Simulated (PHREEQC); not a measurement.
A PHREEQC speciation (ion-association model, wateq4f.dat) at 25 °C gives pH 2.15 and these molalities:

```json
[
 {"species": "Cl-", "mol/kgw": "0.179"},
 {"species": "Cu+2", "mol/kgw": "0.0480"},
 {"species": "FeCl+2", "mol/kgw": "0.0122"},
 {"species": "H+", "mol/kgw": "0.00898"},
 {"species": "Fe+3", "mol/kgw": "0.00774"},
 {"species": "CuCl+", "mol/kgw": "0.00675"},
 {"species": "FeOH+2", "mol/kgw": "0.00301"},
 {"species": "FeCl2+", "mol/kgw": "0.00240"},
 {"species": "Fe2(OH)2+4", "mol/kgw": "0.00235"},
 {"species": "Fe3(OH)4+5", "mol/kgw": "0.000292"},
 {"species": "CuCl2", "mol/kgw": "0.000288"},
 {"species": "Fe(OH)2+", "mol/kgw": "5.13e-5"},
 {"species": "FeCl3", "mol/kgw": "2.02e-5"}
]
```

Problem. What are the element totals, and what could have been dissolved in 1 kg of water to give them?

Solution. One answer among several that fit: totals Cl 0.203, Cu(2) 0.0550, Fe(3) 0.0310 mol/kgw, from 0.055 mol/kgw CuCl2 and 0.031 mol/kgw FeCl3.

No solid was allowed to form. Saturation is exceeded, for instance for Hematite (slow to form), Goethite (slow to form); the values hold only as long as no solid forms. Species that the database lacks are ignored.
